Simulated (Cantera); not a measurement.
What does this Cantera script print?

```python
import numpy as np
import cantera as ct

gas = ct.Solution("gri30.yaml")
gas.TPX = 2098, 2000, {'NO': 1, 'N2': 2.8}
inlet = ct.Reservoir(gas, clone=True)

reactor = ct.IdealGasConstPressureReactor(gas, energy="off", clone=False)
exhaust = ct.Reservoir(gas, clone=True)
tau = [5.6, 2.5, 1.1, 0.47, 0.21, 0.09, 0.039, 0.017, 0.0075, 0.0033, 0.0014][0]
for a, b in ((inlet, reactor), (reactor, exhaust)):
    ct.MassFlowController(a, b, mdot=lambda t: reactor.mass / tau)
net = ct.ReactorNet([reactor])
show = ['NO', 'O2', 'N2', 'O', 'NO2']

rows = []
print(f"{'tau/s':>10s}{'T/K':>9s}" + "".join(f"{s:>11s}" for s in show))
for tau in [5.6, 2.5, 1.1, 0.47, 0.21, 0.09, 0.039, 0.017, 0.0075, 0.0033, 0.0014]:
    net.initial_time = 0.0
    net.advance(30 * tau)
    before = gas.X
    net.advance(40 * tau)
    drift = np.max(np.abs(gas.X - before) / (gas.X + 1e-9))
    rows.append([gas.T, *gas[show].X, drift])
    print(f"{tau:10.3e}{gas.T:9.1f}" + "".join(f"{x:11.3e}" for x in gas[show].X))
```

Result:

```
     tau/s      T/K         NO         O2         N2          O        NO2
 5.600e+00   2098.0  1.129e-01  7.358e-02  8.108e-01  2.668e-03  1.388e-05
 2.500e+00   2098.0  1.737e-01  4.353e-02  7.807e-01  2.110e-03  1.634e-05
 1.100e+00   2098.0  2.245e-01  1.848e-02  7.555e-01  1.475e-03  1.385e-05
 4.700e-01   2098.0  2.497e-01  6.141e-03  7.431e-01  9.814e-04  9.476e-06
 2.100e-01   2098.0  2.585e-01  1.953e-03  7.389e-01  6.634e-04  6.405e-06
 9.000e-02   2098.0  2.617e-01  4.989e-04  7.374e-01  3.970e-04  3.999e-06
 3.900e-02   2098.0  2.627e-01  1.040e-04  7.370e-01  1.977e-04  2.107e-06
 1.700e-02   2098.0  2.630e-01  1.856e-05  7.369e-01  8.371e-05  8.997e-07
 7.500e-03   2098.0  2.631e-01  3.157e-06  7.368e-01  3.297e-05  3.281e-07
 3.300e-03   2098.0  2.631e-01  5.322e-07  7.368e-01  1.278e-05  1.049e-07
 1.400e-03   2098.0  2.631e-01  8.636e-08  7.368e-01  4.916e-06  2.798e-08
```

Model: GRI-Mech 3.0 (53 species, 325 reactions), integrated in Cantera. Radical loss at walls, strong at low pressure, is not modelled.
